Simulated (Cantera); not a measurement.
Cantera run, input and output.

```python
import numpy as np
import cantera as ct

gas = ct.Solution("h2o2.yaml")
gas.TPX = 900, 17000, {'H2': 1.3, 'O2': 1, 'N2': 2.5, 'H2O': 0.052}
reactor = ct.IdealGasConstPressureReactor(gas, energy="off", clone=False)
net = ct.ReactorNet([reactor])
net.rtol, net.atol = 1e-08, 1e-18
show = ['H2', 'O2', 'H2O', 'OH', 'O', 'H2O2', 'H']
times = np.geomspace(8e-06, 100, 9)

steps = ct.SolutionArray(gas, extra=["t"])
rows = []
print(f"{'t/s':>10s}{'T/K':>9s}{'P/Pa':>11s}" + "".join(f"{s:>11s}" for s in show))
for t in times:
    while net.time < t:
        t_next = net.step()
        steps.append(gas.state, t=t_next)
    rows.append([np.interp(t, steps.t, y) for y in (steps.T, steps.P, *steps(*show).X.T)])
    print(f"{t:10.3e}{rows[-1][0]:9.1f}{rows[-1][1]:11.4g}" + "".join(f"{x:11.3e}" for x in rows[-1][2:]))
rate = np.gradient(steps.T, steps.t)
print("integrator steps:", len(steps.t))
if steps.T.max() > steps.T[0] + 200:
    print(f"time of steepest temperature rise: {steps.t[rate.argmax()]:.4e} s")
gas.TPX = 900, 17000, {'H2': 1.3, 'O2': 1, 'N2': 2.5, 'H2O': 0.052}
gas.equilibrate("TP")
print(f"equilibrium (TP): T = {gas.T:.1f} K  " + "  ".join(f"{s} {gas[s].X[0]:.3e}" for s in show))
```

It prints:

```
       t/s      T/K       P/Pa         H2         O2        H2O         OH          O       H2O2          H
 8.000e-06    900.0    1.7e+04  2.679e-01  2.061e-01  1.072e-02  3.987e-14  8.063e-14  9.618e-17  2.524e-12
 6.169e-05    900.0    1.7e+04  2.679e-01  2.061e-01  1.072e-02  6.309e-13  2.296e-12  6.442e-15  2.242e-11
 4.757e-04    900.0    1.7e+04  2.679e-01  2.061e-01  1.072e-02  6.963e-11  2.739e-10  1.733e-12  2.229e-09
 3.668e-03    900.0    1.7e+04  3.499e-02  9.926e-02  2.806e-01  1.592e-04  1.878e-04  2.236e-06  5.677e-04
 2.828e-02    900.0    1.7e+04  2.181e-02  9.326e-02  2.964e-01  7.220e-08  1.210e-07  4.175e-05  1.976e-07
 2.181e-01    900.0    1.7e+04  2.051e-02  9.262e-02  2.978e-01  2.232e-07  3.147e-07  1.264e-04  5.205e-07
 1.682e+00    900.0    1.7e+04  8.558e-03  8.715e-02  3.117e-01  2.715e-07  2.826e-07  1.197e-04  2.761e-07
 1.297e+01    900.0    1.7e+04  1.715e-04  8.337e-02  3.216e-01  8.014e-08  8.539e-09  1.470e-06  1.913e-09
 1.000e+02    900.0    1.7e+04  6.574e-06  8.330e-02  3.217e-01  7.640e-09  3.993e-11  4.920e-09  7.655e-12
integrator steps: 2584
equilibrium (TP): T = 900.0 K  H2 8.705e-12  O2 8.329e-02  H2O 3.218e-01  OH 2.917e-08  O 3.794e-12  H2O2 2.606e-11  H 8.420e-16
```

Model: the H2/O2 subset of GRI-Mech 3.0, which has no nitrogen chemistry, integrated in Cantera. Below about 950 K walls govern HO2 and H2O2 in real vessels. The temperature is held fixed by assumption; the heat of reaction is taken as removed at once.
